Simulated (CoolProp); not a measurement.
Vapour-liquid equilibrium of CHF3 (R23) (1) + R227EA (2) at 0.0414 MPa; x and y are mole fractions of (1).

The numbers come from the multi-fluid Helmholtz-energy mixture model, Penoncello 2003 and Lemmon 2016; pair parameters Bell 2016 in CoolProp.

| x | bubble temperature (K) | y at the bubble point | dew temperature at overall composition x (K) | liquid density (mol/L) |
|---|---|---|---|---|
| 0.05 | 222.6 | 0.593 | 237.0 | 10.01 |
| 0.15 | 204.4 | 0.892 | 234.9 | 10.95 |
| 0.25 | 195.0 | 0.955 | 232.7 | 11.82 |
| 0.35 | 189.5 | 0.975 | 230.2 | 12.70 |
| 0.45 | 186.0 | 0.984 | 227.4 | 13.64 |
| 0.55 | 183.6 | 0.989 | 224.1 | 14.67 |
| 0.65 | 181.8 | 0.992 | 220.3 | 15.82 |
| 0.75 | 180.4 | 0.995 | 215.3 | 17.13 |
| 0.85 | 179.0 | 0.997 | 208.5 | 18.63 |
| 0.95 | 177.7 | 0.999 | 196.0 | 20.40 |

No azeotrope shows between x = 0.05 and 0.95.

Pair parameters are fitted to limited data, so mixtures are less certain than the pure fluids.
